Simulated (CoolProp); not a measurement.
Vapour-liquid equilibrium of ethane (1) + hydrogen chloride (2) at 503 kPa; x and y are mole fractions of (1).

Model: multi-fluid Helmholtz-energy mixture model, Bücker 2006 and Thol 2018; pair parameters Bell 2016, in CoolProp.

| x | bubble temperature, mixture model (K) | bubble temperature, Raoult's law (K) | y, mixture model | y, Raoult's law |
|---|---|---|---|---|
| 0.05 | 218.7 | 221.9 | 0.154 | 0.052 |
| 0.15 | 215.1 | 221.8 | 0.319 | 0.157 |
| 0.25 | 213.6 | 221.6 | 0.399 | 0.260 |
| 0.35 | 212.9 | 221.5 | 0.448 | 0.362 |
| 0.45 | 212.6 | 221.4 | 0.486 | 0.463 |
| 0.55 | 212.6 | 221.2 | 0.523 | 0.563 |
| 0.65 | 212.9 | 221.1 | 0.569 | 0.662 |
| 0.75 | 213.7 | 221.0 | 0.631 | 0.760 |
| 0.85 | 215.2 | 220.8 | 0.726 | 0.857 |
| 0.95 | 218.3 | 220.7 | 0.882 | 0.953 |

The largest gap from Raoult's law is -8.8 K in bubble temperature, at x = 0.45. y crosses x between x = 0.45 and 0.55: the model has an azeotrope there.

Pair parameters are fitted to limited data, so mixtures are less certain than the pure fluids.
